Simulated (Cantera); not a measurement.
A perfectly stirred reactor is fed with 16.7 % H2, 83.3 % O2, equivalence ratio 0.10, at 10.00 Torr; it is held at 1050 K, and followed from long to short residence time.

Model: the H2/O2 subset of GRI-Mech 3.0, which has no nitrogen chemistry, integrated in Cantera. Radical loss at walls, strong at low pressure, is not modelled. The temperature is held fixed by assumption; the heat of reaction is taken as removed at once.

One state of this run: x H2 = 0.000947; x O2 = 0.816; x OH = 0.00101; x O = 0.00191; x H2O2 = 3.55e-7. x: mole fraction; the columns are a selection and need not sum to one.

Which value of τ (s) does it belong to?
(A) 0.012
(B) 0.85
(C) 0.29
(D) 7.1

B, 0.85
